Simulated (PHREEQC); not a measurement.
Dissolve 4.9 mol MgCl2 and 0.025 mol NaHCO3 per kg of water at 30 °C. Closed to the air; pH follows from the charge balance.

All values are PHREEQC results (Pitzer model, pitzer.dat), not measurements.

Q: The ionic strength comes out as 14.7 mol/kgw. What activity coefficients do Cl-, Mg+2, CO3-2, MgOH+, HCO3- get?

A: Cl- 0.86, Mg+2 2500, CO3-2 2.4e-6, MgOH+ 4.2, HCO3- 0.0074. Single-ion values are on the MacInnes scale.

No solid was allowed to form. The solution is supersaturated, for example in Magnesite (slow to form), so a real one may precipitate; this is no full list. In brines, pH and single-ion activities rest on the MacInnes convention.
